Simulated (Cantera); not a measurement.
A perfectly stirred reactor is fed with 94.9 % NO, 5.12 % N₂, at 0.987 atm; it is held at 1875 K, and followed from long to short residence time.

Model: GRI-Mech 3.0 (53 species, 325 reactions), integrated in Cantera.

x: mole fraction; the columns are a selection and need not sum to one.

```tsv
τ (s)	x NO	x O₂	x N₂O	x NO₂	x O	x N₂
1.6	0.487	0.230	9.69e-5	0.00110	?	0.282
0.65	0.650	0.148	0.000175	0.00120	?	0.200
0.26	0.786	0.0803	0.000260	0.00109	?	0.132
0.10	0.875	0.0363	0.000326	0.000873	?	0.0878
0.040	0.917	0.0153	0.000356	0.000685	?	0.0667
0.016	0.936	0.00604	0.000360	0.000560	?	0.0574
0.0062	0.944	0.00213	0.000337	0.000474	?	0.0535
0.0024	0.947	0.000641	0.000279	0.000390	?	0.0520
```

Question: What belongs in the gaps?

Answer: 
- 1.6, x O: 0.000119
- 0.65, x O: 9.71e-5
- 0.26, x O: 7.45e-5
- 0.10, x O: 5.49e-5
- 0.040, x O: 4.22e-5
- 0.016, x O: 3.46e-5
- 0.0062, x O: 2.98e-5
- 0.0024, x O: 2.53e-5
